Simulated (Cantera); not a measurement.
An isothermal, constant-pressure homogeneous reactor starts with 0.787 % CO, 4.27 % O2, 0.104 % H2O, 94.8 % N2, equivalence ratio 0.092, at 1325 K and 100.0 Torr.

Model: GRI-Mech 3.0 (53 species, 325 reactions), integrated in Cantera.

Task: Predict: x(CO) at 200 s; x(O2) at 200 s; x(H2O) at 200 s; x(CO2) at 200 s; x(NO) at 200 s; x(N2O) at 200 s; x(OH) at 200 s.

Result: 
| Item | Value |
|---|---|
| x(CO) at 200 s | 2.76e-8 (gas-phase equilibrium 2.77e-8) |
| x(O2) at 200 s | 0.0389 (gas-phase equilibrium 0.0388) |
| x(H2O) at 200 s | 0.00105 (gas-phase equilibrium 0.00105) |
| x(CO2) at 200 s | 0.00790 (gas-phase equilibrium 0.00790) |
| x(NO) at 200 s | 1.23e-6 (gas-phase equilibrium 0.000221) |
| x(N2O) at 200 s | 5.79e-9 (gas-phase equilibrium 5.80e-9) |
| x(OH) at 200 s | 1.55e-6 (gas-phase equilibrium 1.55e-6) |
